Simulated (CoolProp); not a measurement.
CH2F2 (R32) along the isobar 20.3 MPa: density (kg/m³) from the reference equation and from simpler models built on Tc = 351.3 K, pc = 5.783 MPa, ω = 0.277; each cubic takes its own stable root.

Model: reference Helmholtz-energy equation of state, Tillner-Roth 1997, in CoolProp.

```tsv
T (K)	phase	reference
236.5	liquid	1208
253	liquid	1167
269.6	liquid	1123
286.1	liquid	1078
302.7	liquid	1030
319.2	liquid	980.4
335.8	liquid	926.5
352.3	supercritical	868.7
368.8	supercritical	805.9
385.4	supercritical	737.0
401.9	supercritical	664.1
418.5	supercritical	589.7
435	supercritical	520.5
```

### Question
How far does each simpler model (van der Waals, Redlich-Kwong, Peng-Robinson) lie from the reference over these 13 states: mean and median of the absolute difference, and the worst?

### Answer
- van der Waals: mean 36.9 %, median 40.1 %, worst -46.0 % at 236.5 K and 20.3 MPa
- Redlich-Kwong: mean 20.8 %, median 22.8 %, worst -23.5 % at 236.5 K and 20.3 MPa
- Peng-Robinson: mean 13.2 %, median 12.7 %, worst -15.9 % at 401.9 K and 20.3 MPa
